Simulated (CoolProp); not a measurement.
Vapour-liquid equilibrium of R22 (1) + C3F8 (R218) (2) at 925 kPa; x and y are mole fractions of (1).

Values from CoolProp's multi-fluid Helmholtz-energy mixture model, Kamei 1995 and Lemmon 2006; pair parameters Bell 2016.

```csv
x,bubble temperature (K),y at the bubble point,dew temperature at overall composition x (K),liquid density (mol/L)
0.05,297.9,0.097,299.2,7.194
0.15,293.6,0.254,296.4,7.660
0.25,290.6,0.369,293.7,8.142
0.35,288.7,0.456,291.1,8.657
0.45,287.5,0.524,288.8,9.223
0.55,287.0,0.581,287.2,9.862
0.65,286.9,0.635,286.9,10.59
0.75,287.3,0.695,288.1,11.43
0.85,288.5,0.775,290.1,12.37
0.95,291.3,0.902,292.5,13.42
```

y crosses x between x = 0.55 and 0.65: the model has an azeotrope there.

Pair parameters are fitted to limited data, so mixtures are less certain than the pure fluids.
